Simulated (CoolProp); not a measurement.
Vapour-liquid equilibrium of n-butane (1) + n-decane (2) at 111.25 °C; x and y are mole fractions of (1).

Model: multi-fluid Helmholtz-energy mixture model, Bücker 2006 and Lemmon 2006; pair parameters Kunz 2012, in CoolProp.

```
x      bubble pressure (bar)  y at the bubble point  dew pressure at overall composition x (bar)  liquid density (mol/L)
-----  ---------------------  ---------------------  -------------------------------------------  ----------------------
0.05                  0.9587                  0.847                                       0.1552                   4.745
0.125                  2.164                  0.933                                   (withheld)                   4.931
0.2                    3.365                  0.957                                   (withheld)                   5.124
0.275                  4.574                  0.969                                       0.2036                   5.327
0.35                   5.797                  0.976                                       0.2271                   5.540
0.425                  7.043                  0.981                                   (withheld)                   5.764
0.5                    8.321                  0.985                                       0.2952              (withheld)
0.575                  9.639                  0.987                                       0.3473                   6.248
0.65                   11.01                  0.990                                       0.4215                   6.510
0.725             (withheld)                  0.992                                   (withheld)              (withheld)
0.8                    13.98                  0.994                                   (withheld)                   7.063
0.875                  15.64                  0.996                                        1.175                   7.338
0.95                   17.49                  0.998                                        2.890                   7.574
```

Question: Some entries are withheld; supply them.

Answer: 
- 0.125, dew pressure at overall composition x (bar): 0.1686
- 0.2, dew pressure at overall composition x (bar): 0.1844
- 0.425, dew pressure at overall composition x (bar): 0.2567
- 0.5, liquid density (mol/L): 6.000
- 0.725, bubble pressure (bar): 12.45
- 0.725, dew pressure at overall composition x (bar): 0.5362
- 0.725, liquid density (mol/L): 6.783
- 0.8, dew pressure at overall composition x (bar): 0.7363

No azeotrope shows between x = 0.05 and 0.95.

Pair parameters are fitted to limited data, so mixtures are less certain than the pure fluids.
